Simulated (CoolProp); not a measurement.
Vapour-liquid equilibrium of propane (1) + R152A (2) at 21.45 °C; x and y are mole fractions of (1).

Computed with CoolProp (multi-fluid Helmholtz-energy mixture model, Lemmon 2009 and Outcalt 1996; pair parameters Bell 2016).

Problem. Give the bubble pressure and the first vapour's composition at x = 0.275, 0.65, 0.8. Is there an azeotrope?

Solution. x = 0.275: 8.565 bar, y = 0.475; x = 0.65: 9.748 bar, y = 0.677; x = 0.8: 9.698 bar, y = 0.766. y crosses x between x = 0.65 and 0.725: the model has an azeotrope there.

The pair parameters rest on a limited set of measurements; away from them the model extrapolates.
